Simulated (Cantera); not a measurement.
Mixture: 4.79 % CH4, 20.0 % O2, 75.2 % N2, equivalence ratio 0.48, at 3.85 atm, adiabatic and at constant volume. Ignition delay is the time to a rise of 400 K.

Cantera simulation using GRI-Mech 3.0 (53 species, 325 reactions); the numbers are that mechanism's predictions, not measurements.

**Question.** Predict: delay at 1050 K; delay at 1200 K; delay at 1350 K; delay at 1500 K; delay at 1650 K; apparent activation energy between 1500 and 1650 K.

**Answer.** 
| Item | Value |
|---|---|
| delay at 1050 K | 76.1 ms |
| delay at 1200 K | 8.71 ms |
| delay at 1350 K | 1.39 ms |
| delay at 1500 K | 0.299 ms |
| delay at 1650 K | 84.8 µs |
| apparent activation energy between 1500 and 1650 K | 170 kJ/mol |
